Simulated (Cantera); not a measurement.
A freely propagating, adiabatic, planar premixed flame of C3H8 : O2 : N2 : H2O = 1 : 6.85 : 25.8 : 1.4 (molar parts), equivalence ratio 0.73, unburnt at 550 K and 7500 Torr; mixture-averaged transport, grid criteria slope 0.08 and curve 0.16, no radiation.

Model: GRI-Mech 3.0 (53 species, 325 reactions), integrated in Cantera. GRI-Mech 3.0 was tuned for natural gas; its chemistry of propane as a main component is partial and can be far from experiment. Burning velocities carry a grid error of a few per cent, more on coarse grids.

x: mole fraction of selected species; z is measured from the peak of heat release.

```json
[
 {"z (mm)": "-0.214", "T (K)": "551", "u (m/s)": "0.364", "x C3H8": "0.0285", "x O2": "0.195", "x H2O": "0.0401", "x C2H6": "5.81e-8", "x HO2": "1.41e-7", "x CH2": "<1e-8"},
 {"z (mm)": "-0.143", "T (K)": "555", "u (m/s)": "0.367", "x C3H8": "0.0285", "x O2": "0.195", "x H2O": "0.0409", "x C2H6": "6.81e-7", "x HO2": "1.12e-6", "x CH2": "<1e-8"},
 {"z (mm)": "-0.107", "T (K)": "573", "u (m/s)": "0.379", "x C3H8": "0.0284", "x O2": "0.193", "x H2O": "0.0434", "x C2H6": "4.18e-6", "x HO2": "4.91e-6", "x CH2": "<1e-8"},
 {"z (mm)": "-0.0715", "T (K)": "…", "u (m/s)": "0.436", "x C3H8": "0.0276", "x O2": "0.185", "x H2O": "0.0530", "x C2H6": "3.19e-5", "x HO2": "2.69e-5", "x CH2": "<1e-8"},
 {"z (mm)": "-0.0357", "T (K)": "…", "u (m/s)": "0.675", "x C3H8": "0.0201", "x O2": "0.151", "x H2O": "0.0840", "x C2H6": "0.000232", "x HO2": "0.000148", "x CH2": "<1e-8"},
 {"z (mm)": "-0.0179", "T (K)": "…", "u (m/s)": "0.913", "x C3H8": "0.00837", "x O2": "0.117", "x H2O": "0.110", "x C2H6": "0.000366", "x HO2": "0.000316", "x CH2": "3.05e-7"},
 {"z (mm)": "0", "T (K)": "…", "u (m/s)": "1.16", "x C3H8": "0.000282", "x O2": "0.0809", "x H2O": "0.134", "x C2H6": "4.95e-5", "x HO2": "0.000276", "x CH2": "6.68e-6"},
 {"z (mm)": "0.0179", "T (K)": "1854", "u (m/s)": "1.28", "x C3H8": "1.45e-7", "x O2": "0.0634", "x H2O": "0.143", "x C2H6": "1.17e-7", "x HO2": "6.63e-5", "x CH2": "2.02e-6"},
 {"z (mm)": "0.0357", "T (K)": "1934", "u (m/s)": "1.33", "x C3H8": "<1e-8", "x O2": "0.0572", "x H2O": "0.145", "x C2H6": "<1e-8", "x HO2": "3.40e-5", "x CH2": "1.14e-7"},
 {"z (mm)": "0.0715", "T (K)": "2006", "u (m/s)": "1.37", "x C3H8": "<1e-8", "x O2": "0.0528", "x H2O": "0.147", "x C2H6": "<1e-8", "x HO2": "1.51e-5", "x CH2": "<1e-8"},
 {"z (mm)": "0.143", "T (K)": "2048", "u (m/s)": "1.39", "x C3H8": "<1e-8", "x O2": "0.0509", "x H2O": "0.149", "x C2H6": "<1e-8", "x HO2": "5.78e-6", "x CH2": "<1e-8"},
 {"z (mm)": "0.286", "T (K)": "2062", "u (m/s)": "1.40", "x C3H8": "<1e-8", "x O2": "0.0504", "x H2O": "0.150", "x C2H6": "<1e-8", "x HO2": "3.09e-6", "x CH2": "<1e-8"},
 {"z (mm)": "0.572", "T (K)": "2065", "u (m/s)": "1.40", "x C3H8": "<1e-8", "x O2": "0.0503", "x H2O": "0.150", "x C2H6": "<1e-8", "x HO2": "2.74e-6", "x CH2": "<1e-8"}
]
```

Problem. Some entries are withheld; supply them.

Solution. 
- -0.0715, T (K): 656
- -0.0357, T (K): 997
- -0.0179, T (K): 1328
- 0, T (K): 1677
